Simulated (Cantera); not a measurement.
A perfectly stirred reactor is fed with CH4 : CO2 : H2 = 1 : 1.6 : 1 (molar parts), at 0.987 atm; it is held at 1875 K, and followed from long to short residence time.

Cantera simulation using GRI-Mech 3.0 (53 species, 325 reactions); the numbers are that mechanism's predictions, not measurements.

Predict: x(CH4) at τ = 3.10 s; x(CO2) at τ = 3.10 s; x(H2) at τ = 3.10 s; x(CH4) at τ = 76.0 ms; x(CO2) at τ = 76.0 ms; x(H2) at τ = 76.0 ms.


* **x(CH4) at τ = 3.10 s**: 0.00355
* **x(CO2) at τ = 3.10 s**: 0.0232
* **x(H2) at τ = 3.10 s**: 0.438
* **x(CH4) at τ = 76.0 ms**: 0.0210
* **x(CO2) at τ = 76.0 ms**: 0.0534
* **x(H2) at τ = 76.0 ms**: 0.347
